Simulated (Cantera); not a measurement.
Charge: 1 mol CH₃SiCl₃, 390 mol H₂, equilibrated at 1400 K and 0.110 bar.

Equilibrium computed with Cantera from the NASA thermochemical tables; the gas is ideal and each condensed phase is pure. Candidate condensed phases: C, C₆H₆, C₇H₈, C₈H₁₈, Si, SiC; 109 gas species. The feed counts by its element totals alone. Kinetics and transport are ignored.

Base state: H₂ 0.992, HCl 0.00759, CH₄ 1.99e-5, SiCl₂ 1.93e-5, H 1.46e-5 (mole fractions); condensed: SiC(s).

**Question.** What changes in the equilibrium state with this change: temperature from 1400 K to 2525 K?

**Answer.** 
| species | before | after |
|---|---|---|
| H₂ | 0.992 | 0.909 |
| H | 1.46e-5 | 0.0806 |
| HCl | 0.00759 | 0.00685 |
| Si | <1e-9 | 0.00210 |
| C₂H₂ (acetylene) | 4.54e-9 | 0.00113 |
| SiH | 1.39e-9 | 0.000169 |
| SiC₂ | <1e-9 | 6.08e-5 |
| SiC(s), mol | 0.992 | 0 |
The tables' values for SiCl are old estimates; treat these amounts as uncertain. Gases not in the tables: Si₂H₆ and higher silanes.
